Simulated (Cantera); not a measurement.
Premixed flame

A freely propagating, adiabatic, planar premixed flame of 47.5 % H₂, 12.5 % O₂, 40.0 % N₂, unburnt at 625 K and 1.50 bar; mixture-averaged transport, grid criteria slope 0.08 and curve 0.16, no radiation.

Detailed kinetics in Cantera: the H2/O2 subset of GRI-Mech 3.0, which has no nitrogen chemistry. Burning velocities carry a grid error of a few per cent, more on coarse grids.

| z (mm) | T (K) | u (m/s) | x H₂ | x O₂ | x OH | x H₂O₂ | x HO₂ | x H₂O |
|---|---|---|---|---|---|---|---|---|
| -0.797 | 625 | 11.2 | 0.475 | 0.125 | <1e-8 | <1e-8 | <1e-8 | <1e-8 |
| -0.531 | 625 | 11.2 | 0.475 | 0.125 | <1e-8 | <1e-8 | <1e-8 | <1e-8 |
| -0.398 | 625 | 11.2 | 0.475 | 0.125 | <1e-8 | <1e-8 | <1e-8 | <1e-8 |
| -0.266 | 625 | 11.2 | 0.475 | 0.125 | <1e-8 | <1e-8 | 8.95e-7 | 1.30e-7 |
| -0.133 | 648 | 11.5 | 0.471 | 0.125 | 8.68e-5 | 3.51e-6 | 0.000311 | 0.00102 |
| -0.0664 | 878 | 15.2 | 0.436 | 0.118 | 0.000808 | 1.11e-5 | 0.000226 | 0.0217 |
| 0 | 1311 | 22.1 | 0.323 | 0.0752 | 0.00328 | 3.30e-6 | 9.69e-5 | 0.114 |
| 0.0664 | 1603 | 26.7 | 0.226 | 0.0199 | 0.00631 | 1.56e-6 | 2.52e-5 | 0.219 |
| 0.133 | 1732 | 28.7 | 0.205 | 0.00466 | 0.00732 | 9.48e-7 | 5.72e-6 | 0.250 |
| 0.266 | 1859 | 30.5 | 0.208 | 0.00151 | 0.00802 | 5.68e-7 | 1.84e-6 | 0.259 |
| 0.531 | 1993 | 32.4 | 0.218 | 0.000980 | 0.00811 | 3.16e-7 | 1.17e-6 | 0.263 |
| 1.06 | 2123 | 34.2 | 0.228 | 0.000603 | 0.00743 | 1.72e-7 | 7.37e-7 | 0.268 |
| 2.12 | 2237 | 35.7 | 0.236 | 0.000319 | 0.00611 | 9.48e-8 | 4.19e-7 | 0.273 |
x: mole fraction of selected species; z is measured from the peak of heat release.

The laminar burning velocity comes out as 1120 cm/s. The thermal thickness comes out as 0.266 mm and the peak x(OH) is 0.00817. The peak x(H₂O₂) is 1.17e-5. The peak x(HO₂) is 0.000360 and the grid points is 138.
